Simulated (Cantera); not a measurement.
An adiabatic, constant-pressure homogeneous reactor starts with CH4 : H2 : O2 : N2 = 1 : 0.37 : 2.19 : 8.22 (molar parts), at 1200 K and 825 Torr. Integrator tolerance rtol = 1e-08.

Model: GRI-Mech 3.0 (53 species, 325 reactions), integrated in Cantera.

### Question
What does this change do: 0.014 parts C2H6 added?

### Answer
| quantity | before | after |
|---|---|---|
| time of steepest temperature rise | 3.42 ms | 2.85 ms |
| temperature at 0.200 s | 2639 K | 2645 K |
| equilibrium temperature | 2639 K | 2645 K |
| x(CH4) at 0.200 s | <1e-12 (gas-phase equilibrium <1e-12) | <1e-12 (gas-phase equilibrium <1e-12) |
| x(H2) at 0.200 s | 0.0150 (gas-phase equilibrium 0.0150) | 0.0165 (gas-phase equilibrium 0.0165) |
| x(O2) at 0.200 s | 0.0154 (gas-phase equilibrium 0.0154) | 0.0137 (gas-phase equilibrium 0.0137) |
| x(H2O2) at 0.200 s | 2.11e-7 (gas-phase equilibrium 2.11e-7) | 2.02e-7 (gas-phase equilibrium 2.02e-7) |
| x(CH3) at 0.200 s | <1e-12 (gas-phase equilibrium <1e-12) | <1e-12 (gas-phase equilibrium <1e-12) |
| x(CO) at 0.200 s | 0.0303 (gas-phase equilibrium 0.0303) | 0.0328 (gas-phase equilibrium 0.0328) |

### Question
What does this change do: pressure from 825 Torr to 760 Torr?

### Answer
```json
[
 {"quantity": "time of steepest temperature rise", "before": "3.42 ms", "after": "3.66 ms"},
 {"quantity": "temperature at 0.200 s", "before": "2639 K", "after": "2634 K"},
 {"quantity": "equilibrium temperature", "before": "2639 K", "after": "2634 K"},
 {"quantity": "x(CH4) at 0.200 s", "before": "<1e-12 (gas-phase equilibrium <1e-12)", "after": "<1e-12 (gas-phase equilibrium <1e-12)"},
 {"quantity": "x(H2) at 0.200 s", "before": "0.0150 (gas-phase equilibrium 0.0150)", "after": "0.0152 (gas-phase equilibrium 0.0152)"},
 {"quantity": "x(O2) at 0.200 s", "before": "0.0154 (gas-phase equilibrium 0.0154)", "after": "0.0156 (gas-phase equilibrium 0.0156)"},
 {"quantity": "x(H2O2) at 0.200 s", "before": "2.11e-7 (gas-phase equilibrium 2.11e-7)", "after": "2.01e-7 (gas-phase equilibrium 2.01e-7)"},
 {"quantity": "x(CH3) at 0.200 s", "before": "<1e-12 (gas-phase equilibrium <1e-12)", "after": "<1e-12 (gas-phase equilibrium <1e-12)"},
 {"quantity": "x(CO) at 0.200 s", "before": "0.0303 (gas-phase equilibrium 0.0303)", "after": "0.0306 (gas-phase equilibrium 0.0306)"}
]
```
